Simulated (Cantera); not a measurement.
A closed system holds: 1 mol MgO, 39 mol HBr, 11 mol N₂, held at 1423.15 K and 1.00 bar.

Equilibrium computed with Cantera from the NASA thermochemical tables; the gas is ideal and each condensed phase is pure. Candidate condensed phases: Br₂, H₂O, Mg, MgBr₂, MgO, Mg(OH)₂; 36 gas species. Equilibrium is a limit: real reactors are often held back by kinetics, nucleation or transport.

Base state: HBr 0.725, N₂ 0.219, H₂O 0.0199, MgBr₂ 0.0199, Br 0.00843, H₂ 0.00610, Br₂ 0.00188 (mole fractions); condensed: gas only.

Problem. What changes in the equilibrium state with this change: HBr from 39 to 2.1 mol?

Solution. 
```tsv
species	before	after
N₂	0.219	0.839
HBr	0.725	0.121
MgBr₂	0.0199	0.0178
Br	0.00843	0.00277
H₂O	0.0199	0.0178
Br₂	0.00188	0.000202
H₂	0.00610	0.00159
MgO(s), mol	0	0.766
```
